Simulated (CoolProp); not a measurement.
A simple Rankine cycle with ammonia: condensing at 309.15 K, boiler at 8.41 MPa, turbine inlet 393.8 K, turbine efficiency 0.8, pump efficiency 0.8, no recuperator. Each further row changes one setting.

Computed with CoolProp (reference Helmholtz-energy equation of state, Gao 2020).

| case | thermal efficiency (%) | net work (kJ/kg) | heat in (kJ/kg) | turbine exit temperature (K) | volume ratio over the turbine |
|---|---|---|---|---|---|
| as stated | 13.1 | 137 | 1050 | 309.1 | 5.87 |
| turbine inlet 413.8 K | 13.7 | 161 | 1180 | 309.1 | 5.15 |
| condensing temperature 301.15 K | 14.3 | 155 | 1080 | 301.1 | 7.32 |
| boiler pressure 5.89 MPa | 11.6 | 138 | 1190 | 309.1 | 3.63 |
| turbine efficiency 0.7 | 11.3 | 118 | 1050 | 309.1 | 5.99 |

The expansion ends wet for: as stated; turbine inlet 413.8 K; condensing temperature 301.15 K; boiler pressure 5.89 MPa; turbine efficiency 0.7.
